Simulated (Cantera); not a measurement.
Charge: 1 mol MgO, 11 mol F2, 6.4 mol O2, at 550 °C and 14.0 Pa.

Cantera equilibrium calculation (NASA polynomials, part measured and part estimated; ideal gas, pure solids and liquids). Candidate condensed phases: Mg, MgF2, MgO; 14 gas species. Kinetics and transport are ignored.

Base state: F 0.466, O2 0.313, F2 0.221 (mole fractions); condensed: MgF2(s).

**Question.** What changes in the equilibrium state with this change: 1.2 mol H2O added?

**Answer.** 
| species | before | after |
|---|---|---|
| F | 0.466 | 0.409 |
| O2 | 0.313 | 0.319 |
| F2 | 0.221 | 0.170 |
| HF | 0 | 0.102 |
| MgF2(s), mol | 1.00 | 1.00 |
Further candidate phases: H2O, Mg(OH)2.
